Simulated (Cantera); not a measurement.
Feed: 1 mol TEOS, 20 mol N₂O, 2.9 mol H₂, at 0.410 bar.

Method: chemical equilibrium by Gibbs-energy minimisation in Cantera with the NASA 1993 tables (ideal gas, pure condensed phases). Candidate condensed phases: C, C₆H₆, C₇H₈, C₈H₁₈, H₂O, Si, SiC, SiO₂, Si₂N₂O, Si₃N₄; 151 gas species. The feed counts by its element totals alone. The tables hold silica as quartz up to 1696 K and as liquid above; real silica turns to tridymite and cristobalite and melts near 1996 K. Gases not in the tables: Si(OH)₄. Kinetics and transport are ignored. All values below are at 1973 K.

Base state: N₂ 0.489, H₂O 0.251, CO 0.104, CO₂ 0.0911, H₂ 0.0641, H 0.000533, OH 0.000198, SiO 2.93e-5 (mole fractions); condensed: SiO₂(condensed).

### Question
What changes in the equilibrium state with this change: H₂ from 2.9 to 0.39 mol?

### Answer
```csv
species,before,after
N₂,0.489,0.521
H₂O,0.251,0.237
CO₂,0.0911,0.127
H₂,0.0641,0.0335
CO,0.104,0.0808
SiO,2.93e-5,1.62e-5
NO,1.75e-5,3.27e-5
H,0.000533,0.000385
OH,0.000198,0.000259
"SiO₂(condensed), mol",0.999,0.999
```
